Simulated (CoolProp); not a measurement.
Saturation properties of R1224YDZ.

Model: reference Helmholtz-energy equation of state, Akasaka 2023, in CoolProp.

```csv
T (K),p (MPa),liquid density (kg/m³),vapour density (kg/m³),enthalpy of vaporisation (kJ/kg)
306.2,0.1945,1337,12.26,160.4
311.9,0.2343,1321,14.65,157.5
317.6,0.2799,1304,17.39,154.4
323.3,0.3321,1287,20.52,151.3
329,0.3913,1270,24.08,148.0
334.7,0.4582,1252,28.14,144.7
340.4,0.5334,1233,32.73,141.2
346.1,0.6174,1214,37.94,137.5
```

It boils at 288.0 K under 1 atm.
